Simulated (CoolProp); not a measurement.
R115 at 298.15 K and 0.482 MPa is compressed adiabatically to 1.82 MPa with isentropic efficiency 0.6. Each further row changes one setting.

Values from CoolProp's reference Helmholtz-energy equation of state, Lemmon 2016.

```
case             work (kJ/kg)  final temperature (K)  final density (kg/m³)
---------------  ------------  ---------------------  ---------------------
as stated                31.3                  353.5                    [?]
efficiency 1              [?]                  340.5                    138
efficiency 0.65           [?]                    [?]                    [?]
```

Task: Complete the blanks.

Result: 
- as stated, final density (kg/m³): 125
- efficiency 1, work (kJ/kg): 18.8
- efficiency 0.65, work (kJ/kg): 28.9
- efficiency 0.65, final temperature (K): 351.0
- efficiency 0.65, final density (kg/m³): 127
